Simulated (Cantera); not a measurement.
Gas mixture: NO : N₂O = 0.089 : 0.4 (molar parts), at 20.0 Torr, frozen composition.

Cantera's kinetic-theory transport with the Lennard-Jones parameters of GRI-Mech 3.0, ideal gas; thermal conductivity in the mixture-averaged form. The composition is frozen, though it would react at the higher temperatures.

One state of this run: ρ (kg/m³) = 0.0190; cp (J/kg/K) = 1139; μ (µPa s) = 31.3; λ (mW/m/K) = 48.5; Pr = 0.735; D (cm²/s) N₂ = 27.6; D (cm²/s) OH = 42.6; D (cm²/s) CH₄ = 30.9. D: mixture-averaged diffusion coefficient of that species in the mixture.

Which value of T (K) does it belong to?
A) 1200
B) 600
C) 500
D) 700

D, 700
